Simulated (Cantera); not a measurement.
Input: 1 mol CaCO3, 0.34 mol H2, equilibrated at 750 Torr.

Cantera equilibrium calculation (NASA polynomials, part measured and part estimated; ideal gas, pure solids and liquids). Candidate condensed phases: C, C6H6, C7H8, C8H18, Ca, CaCO3, CaO, Ca(OH)2, H2O; 115 gas species. Mutual solubility and eutectic melting of coexisting phases are not modelled. Equilibrium is a limit: real reactors are often held back by kinetics, nucleation or transport.

x: gas mole fraction; n: condensed amount in mol.

| T (K) | x H2 | x CO2 | x H2O | x CO | x CH4 | n CaCO3(calcite) | n CaO(s) |
|---|---|---|---|---|---|---|---|
| 775 | 0.808 | 0.000134 | 0.128 | 0.000168 | 0.0639 | 0.979 | 0.0205 |
| 875 | 0.811 | … | 0.121 | … | … | 0.978 | 0.0218 |
| 975 | 0.706 | 0.0324 | 0.140 | 0.102 | 0.0193 | 0.941 | 0.0590 |
| 1075 | 0.282 | 0.229 | 0.245 | 0.245 | 0.000127 | 0.695 | 0.305 |
| 1175 | 0.0558 | 0.548 | 0.198 | 0.198 | 1.15e-7 | 0 | 1.00 |
| 1275 | 0.0474 | 0.540 | 0.206 | 0.206 | 1.15e-8 | 0 | 1.00 |
| 1375 | … | 0.534 | 0.213 | 0.213 | … | 0 | 1.00 |
| 1475 | 0.0361 | 0.529 | 0.218 | 0.218 | 2.82e-10 | 0 | 1.00 |
| 1575 | 0.0322 | 0.525 | 0.221 | 0.222 | 6.25e-11 | 0 | 1.00 |
| 1675 | 0.0292 | 0.522 | 0.225 | 0.225 | 1.66e-11 | 0 | 1.000 |
| 1775 | 0.0267 | 0.519 | 0.227 | 0.227 | 5.14e-12 | 0 | 1.000 |
| 1875 | 0.0247 | 0.517 | 0.229 | 0.229 | 1.81e-12 | 0 | 1.000 |
| 1975 | 0.0230 | 0.515 | 0.230 | 0.231 | <1e-12 | 0 | 1.000 |
| 2075 | 0.0216 | 0.514 | 0.232 | 0.232 | <1e-12 | 0 | 1.000 |

Question: Fill in the missing entries.

Answer: 
- 1375, x H2: 0.0410
- 1375, x CH4: 1.58e-9
- 875, x CO2: 0.00288
- 875, x CO: 0.00729
- 875, x CH4: 0.0571
